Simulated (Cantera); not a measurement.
Feed: 1 mol Na₂SO₄, 7.5 mol H₂O, 0.11 mol O₂, held at 720 Pa.

These are equilibrium values from Cantera (NASA tables, ideal gas, pure condensed phases), not measurements of a reactor. Candidate condensed phases: H₂O, H₂SO₄, Na, NaOH, NaO₂, Na₂O, Na₂O₂, Na₂S, Na₂SO₄, S; 27 gas species. The numbers say what is thermodynamically allowed, not how fast it happens.

log p: log10 of the partial pressure in bar; n: condensed amount in mol.

```tsv
T (K)	log p H₂O	log p Na	log p NaOH	log p SO₂	log p O₂	log p Na₂SO₄	n Na₂SO₄(s)	n Na₂SO₄(l)
900	-2.15	<-14	-10.26	-10.59	-3.98	-11.40	1.00	0
1000	-2.15	-12.50	-8.53	-8.84	-3.98	-9.55	1.000	0
1100	-2.15	-10.23	-7.11	-7.42	-3.98	-8.06	1.000	0
1200	-2.15	-8.36	-5.95	-6.25	-3.98	-6.87	0	0.999
1300	-2.15	-6.81	-5.00	-5.29	-3.97	-5.94	0	0.993
1400	-2.16	-5.50	-4.20	-4.48	-3.92	-5.14	0	0.957
1500	-2.19	-4.44	-3.55	-3.80	-3.73	-4.47	0	0.781
1600	-2.31	-3.59	-3.06	-3.24	-3.37	-3.89	0	0.0238
1700	-2.33	(withheld)	-3.09	-3.18	-3.28	(withheld)	0	0
1800	-2.34	(withheld)	(withheld)	-3.18	-3.24	(withheld)	0	0
1900	-2.34	-3.05	-3.41	-3.19	-3.22	-7.39	0	0
```

Question: What belongs in the gaps?

Answer: 
- 1700, log p Na: -3.29
- 1700, log p Na₂SO₄: -4.92
- 1800, log p Na: -3.14
- 1800, log p NaOH: -3.23
- 1800, log p Na₂SO₄: -6.17
